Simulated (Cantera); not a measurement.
An adiabatic, constant-pressure homogeneous reactor starts with CH₄ : O₂ : N₂ = 1 : 2.04 : 5.31 (molar parts), equivalence ratio 0.98, at 1023 K and 0.410 bar. Integrator tolerance rtol = 1e-08.

Computed with Cantera and GRI-Mech 3.0 (53 species, 325 reactions).

Problem. What does this change do: pressure from 0.410 bar to 3.30 bar?

Solution. 
```
quantity                                                            before                                    after
---------------------------------  ---------------------------------------  ---------------------------------------
temperature at 1.00 s                                               1032 K                                   2778 K
equilibrium temperature                                             2632 K                                   2778 K
x(CH₄) at 1.00 s                      0.118 (gas-phase equilibrium <1e-12)    <1e-12 (gas-phase equilibrium <1e-12)
x(O₂) at 1.00 s                       0.243 (gas-phase equilibrium 0.0268)    0.0215 (gas-phase equilibrium 0.0215)
x(C₂H₄) at 1.00 s                   1.88e-5 (gas-phase equilibrium <1e-12)    <1e-12 (gas-phase equilibrium <1e-12)
x(O) at 1.00 s                     2.01e-9 (gas-phase equilibrium 0.00691)  0.00405 (gas-phase equilibrium 0.00405)
x(C₂H₆) at 1.00 s                  0.000254 (gas-phase equilibrium <1e-12)    <1e-12 (gas-phase equilibrium <1e-12)
x(CH₂) at 1.00 s                     <1e-12 (gas-phase equilibrium <1e-12)    <1e-12 (gas-phase equilibrium <1e-12)
x(H₂O₂) at 1.00 s                  3.12e-6 (gas-phase equilibrium 1.85e-7)  6.54e-7 (gas-phase equilibrium 6.54e-7)
time of steepest temperature rise                              not reached                                  0.149 s
```
